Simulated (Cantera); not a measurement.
## Catalytic stagnation flow on Pt

A jet of 8.32 % CH₄, 8.53 % O₂, 83.2 % N₂, equivalence ratio 2.0 at 300 K and 13000 Pa hits a platinum plate 2.5 cm away at a mass flux of 0.14 kg/m²/s; the plate temperature is set and raised in steps from an oxygen-covered start.

Cantera simulation using Deutschmann's 1995 Pt surface mechanism with GRI-Mech 3.0 gas chemistry; the numbers are that mechanism's predictions, not measurements. Catalytic surfaces can have several steady states; this one follows from the mechanism file's or the stated starting coverage.

```
plate T (K)  wall x CH₄  wall x O₂  wall x H₂O  wall x OH  wall x CO  wall x CO₂  θ free Pt      θ H*   θ CO*    θ C*
-----------  ----------  ---------  ----------  ---------  ---------  ----------  ---------  --------  ------  ------
850              0.0381     0.0127      0.0824      <1e-8     0.0448     0.00261      0.339  0.000125   0.627  0.0331
900              0.0360     0.0121      0.0831      <1e-8     0.0490    0.000156      0.360   0.00104   0.280   0.359
950              0.0314     0.0104      0.0814      <1e-8     0.0538    0.000104      0.403   0.00179   0.155   0.440
1000             0.0231    0.00749      0.0784      <1e-8     0.0622    0.000142      0.499   0.00246   0.121   0.378
1050             0.0137    0.00448      0.0743      <1e-8     0.0715    0.000392      0.675   0.00302   0.121   0.201
1100            0.00937    0.00317      0.0717      <1e-8     0.0752     0.00119      0.829   0.00304  0.0973  0.0703
1150            0.00795    0.00278      0.0699      <1e-8     0.0753     0.00268      0.909   0.00278  0.0631  0.0252
```
x: mole fraction at the wall; θ: surface coverage.
